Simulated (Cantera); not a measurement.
Source: NASA polynomial tables (part measured, part estimated), evaluated in Cantera. Values are per mole of reaction as written; species without (g) are pure solids or liquids, kept so even where they would boil at 1 bar.

2 Cr2N + 12 O(g) ⇌ 4 CrO3(g) + N2(g), with ΔH° = -3910.8 kJ and ΔS° = -807.0 J/K at 300 K.

Problem. How far is the shortcut ΔG° ≈ ΔH°(300 K) − T·ΔS°(300 K) from the full temperature-dependent value at 400, 550, 700, 850, 1000, 1150, 1300, 1450, 1600, 1750 K?

Solution. 
```csv
T (K),shortcut (kJ),full (kJ),difference (kJ),difference in log10 K
400,-3588.0,-3586.0,-2.0,0.26
550,-3466.9,-3456.5,-10.4,0.99
700,-3345.9,-3322.9,-23.0,1.71
850,-3224.8,-3186.5,-38.3,2.35
1000,-3103.8,-3047.9,-55.8,2.92
1150,-2982.7,-2907.4,-75.3,3.42
1300,-2861.7,-2765.2,-96.5,3.88
1450,-2740.6,-2621.3,-119.3,4.30
1600,-2619.6,-2476.0,-143.6,4.69
1750,-2498.5,-2329.2,-169.4,5.05
```
The shortcut ignores the heat-capacity change of the reaction.
